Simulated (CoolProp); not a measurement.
The numbers come from the reference Helmholtz-energy equation of state, Thol 2019 in CoolProp.

Question: For dodecamethylpentasiloxane (MD3M), give the phase and the speed of sound (m/s), Joule-Thomson coefficient (K/MPa) at 346.85 °C and 3.71 bar.

Answer: 
- 346.85 °C and 3.71 bar: gas; speed of sound 96.5, Joule-Thomson coefficient 14.5
